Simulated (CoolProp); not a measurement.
Vapour-liquid equilibrium of CHF3 (R23) (1) + R125 (2) at 0.36 MPa; x and y are mole fractions of (1).

Computed with CoolProp (multi-fluid Helmholtz-energy mixture model, Penoncello 2003 and Lemmon 2005; pair parameters Bell 2016).

Problem. Give the bubble temperature and the first vapour's composition at x = 0.15, 0.45, 0.95. Is there an azeotrope?

Solution. x = 0.15: 245.3 K, y = 0.391; x = 0.45: 231.0 K, y = 0.775; x = 0.95: 217.4 K, y = 0.988. No azeotrope shows between x = 0.05 and 0.95.

The pair parameters rest on a limited set of measurements; away from them the model extrapolates.
